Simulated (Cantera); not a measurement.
An adiabatic, constant-volume homogeneous reactor starts with CH4 : C2H6 : O2 : N2 = 1 : 0.075 : 4.62 : 17.4 (molar parts), equivalence ratio 0.49, at 1100 K and 10.0 bar. Integrator tolerance rtol = 1e-08.

Cantera simulation using GRI-Mech 3.0 (53 species, 325 reactions); the numbers are that mechanism's predictions, not measurements.

Question: What does this change do: initial temperature 1100 to 1648 K?

Answer: 
```
quantity                                                            before                                    after
---------------------------------  ---------------------------------------  ---------------------------------------
time of steepest temperature rise                                  4.92 ms                                  17.7 µs
temperature at 0.400 s                                              2361 K                                   2735 K
equilibrium temperature                                             2361 K                                   2735 K
x(CH4) at 0.400 s                    <1e-12 (gas-phase equilibrium <1e-12)    <1e-12 (gas-phase equilibrium <1e-12)
x(C2H6) at 0.400 s                   <1e-12 (gas-phase equilibrium <1e-12)    <1e-12 (gas-phase equilibrium <1e-12)
x(O2) at 0.400 s                     0.0952 (gas-phase equilibrium 0.0952)    0.0892 (gas-phase equilibrium 0.0892)
x(N2O) at 0.400 s                  2.92e-6 (gas-phase equilibrium 2.92e-6)  4.68e-6 (gas-phase equilibrium 4.68e-6)
x(OH) at 0.400 s                   0.00338 (gas-phase equilibrium 0.00338)    0.0106 (gas-phase equilibrium 0.0106)
```
